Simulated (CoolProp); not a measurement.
Toluene along the isobar 4570 kPa: density (kg/m³) from the reference equation and from simpler models built on Tc = 591.7 K, pc = 4126 kPa, ω = 0.266; each cubic takes its own stable root.

The numbers come from the reference Helmholtz-energy equation of state, Lemmon 2006 in CoolProp. It is a short technical equation, of lower accuracy than the large ones.

```csv
T (K),phase,reference
442.6,liquid,723.9
454.6,liquid,710.3
466.5,liquid,696.3
478.5,liquid,681.5
490.5,liquid,666.0
502.4,liquid,649.8
514.4,liquid,632.3
526.4,liquid,613.5
```

Question: How far does each simpler model (Redlich-Kwong, Soave-Redlich-Kwong, Peng-Robinson) lie from the reference over these 8 states: mean and median of the absolute difference, and the worst?

Answer: 
- Redlich-Kwong: mean 15.3 %, median 15.2 %, worst -17.2 % at 526.4 K and 4570 kPa
- Soave-Redlich-Kwong: mean 11.8 %, median 11.6 %, worst -13.7 % at 526.4 K and 4570 kPa
- Peng-Robinson: mean 1.0 %, median 0.9 %, worst -2.5 % at 526.4 K and 4570 kPa
